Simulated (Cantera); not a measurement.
An adiabatic, constant-volume homogeneous reactor starts with CH3OH : O2 : N2 : H2O = 0.38 : 0.6 : 2.26 : 0.26 (molar parts), equivalence ratio 0.95, at 1348 K and 14.0 bar.

Detailed kinetics in Cantera: GRI-Mech 3.0 (53 species, 325 reactions). GRI-Mech 3.0 was tuned for natural gas; its chemistry of methanol as a main component is partial and can be far from experiment. The pressure lies above the range GRI-Mech 3.0 was tuned for (to about 10 atm).

One state of this run: T (K) = 2938; P (bar) = 33.0; x CH3OH = <1e-12; x O2 = 0.0170; x H2O = 0.248; x H = 0.00250; x HCN = 7.28e-9; x C2H4 = <1e-12; x H2 = 0.0120. x: mole fraction; the columns are a selection and need not sum to one.

**Question.** Which value of t (s) does it belong to?
A) 3.32e-5
B) 7.39e-5
C) 1.49e-5
D) 0.0449

**Answer.** D, 0.0449
